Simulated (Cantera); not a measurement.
A closed system holds: 1 mol (CH3)2SiCl2, a varied amount of CH4, 250 mol H2, held at 0.00190 bar.

Equilibrium computed with Cantera from the NASA thermochemical tables; the gas is ideal and each condensed phase is pure. Candidate condensed phases: C, C6H6, C7H8, C8H18, Si, SiC; 109 gas species. The feed counts by its element totals alone. The tables' values for SiCl3 are old estimates. Equilibrium is a limit: real reactors are often held back by kinetics, nucleation or transport.

Stable condensed phases, one row left out:

```
T in °C \ n(CH4) in mol
         0.037 0.062   0.1  0.18   0.3   0.5  0.84   1.4   2.4
   2200      A     A     A     A     A     A     A     A     A
   2175      A     A     A     A     A     A     A     A     B
   2125      A     A     A     A     A     A     A     B     B
   2100      A     A     A     A     A     A     A     B     B
   2075      A     A     A     A     A     A     B     B     B
   2050      A     A     A     A     A     B     B     B     B
   2025      A     A     A     A     B     B     B     B     B
   2000      B     B     B     B     B     B     B     B     B
   1975      B     B     B     B     B     B     B     B     B
```

A: gas only; B: C.

Problem. Give the row for 2150 °C.

Solution. 0.037: gas only; 0.062: gas only; 0.1: gas only; 0.18: gas only; 0.3: gas only; 0.5: gas only; 0.84: gas only; 1.4: gas only; 2.4: C.
